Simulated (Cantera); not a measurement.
An isothermal, constant-pressure homogeneous reactor starts with 87.0 % NH3, 13.0 % H2, at 1823 K and 0.420 bar.

Detailed kinetics in Cantera: the gas-phase N/H chemistry of the illustrative SiF4/NH3 mechanism in the Surface Chemkin manual (1991). Walls and surfaces, which speed up NH3 decomposition in real reactors, are not modelled.

x: mole fraction; the columns are a selection and need not sum to one.

| t (s) | x NH3 | x H2 | x H | x N2H2 | x NH | x N2 | x NH2 |
|---|---|---|---|---|---|---|---|
| 2.00e-5 | 0.870 | 0.130 | 1.04e-6 | 1.59e-9 | 4.29e-9 | 7.03e-11 | 1.75e-5 |
| 4.55e-5 | 0.870 | 0.130 | ? | ? | ? | ? | ? |
| 0.000104 | 0.869 | 0.130 | 5.09e-6 | 7.51e-8 | 1.42e-7 | 1.40e-7 | 9.03e-5 |
| 0.000236 | 0.869 | 0.131 | 1.11e-5 | 4.42e-7 | 6.74e-7 | 3.93e-6 | 0.000199 |
| 0.000537 | 0.869 | 0.131 | 2.06e-5 | 1.80e-6 | 2.16e-6 | 5.79e-5 | 0.000367 |
| 0.00122 | 0.868 | 0.132 | 2.53e-5 | 2.84e-6 | 3.10e-6 | 0.000356 | 0.000447 |
| 0.00278 | 0.865 | 0.134 | 2.59e-5 | 2.87e-6 | 3.15e-6 | 0.00113 | 0.000450 |
| 0.00632 | 0.858 | 0.139 | 2.69e-5 | 2.83e-6 | 3.16e-6 | 0.00289 | 0.000447 |
| 0.0144 | 0.843 | 0.149 | 2.91e-5 | 2.74e-6 | 3.17e-6 | 0.00683 | 0.000441 |
| 0.0328 | 0.811 | 0.173 | 3.40e-5 | 2.56e-6 | 3.20e-6 | 0.0154 | 0.000429 |
| 0.0746 | 0.745 | 0.222 | 4.46e-5 | 2.21e-6 | 3.22e-6 | 0.0332 | 0.000404 |
| 0.170 | ? | ? | ? | ? | 3.17e-6 | ? | ? |
| 0.386 | 0.430 | 0.452 | 0.000109 | 9.60e-7 | 2.93e-6 | 0.117 | 0.000281 |
| 0.879 | 0.218 | 0.607 | 0.000183 | 3.83e-7 | 2.39e-6 | 0.174 | 0.000178 |
| 2.00 | 0.0693 | 0.716 | 0.000304 | 8.53e-8 | 1.53e-6 | 0.214 | 7.96e-5 |

Question: Complete the blanks.

Answer: 
- 4.55e-5, x H: 2.29e-6
- 4.55e-5, x N2H2: 1.17e-8
- 4.55e-5, x NH: 2.62e-8
- 4.55e-5, x N2: 3.43e-9
- 4.55e-5, x NH2: 3.99e-5
- 0.170, x NH3: 0.621
- 0.170, x H2: 0.313
- 0.170, x H: 6.67e-5
- 0.170, x N2H2: 1.65e-6
- 0.170, x N2: 0.0665
- 0.170, x NH2: 0.000357
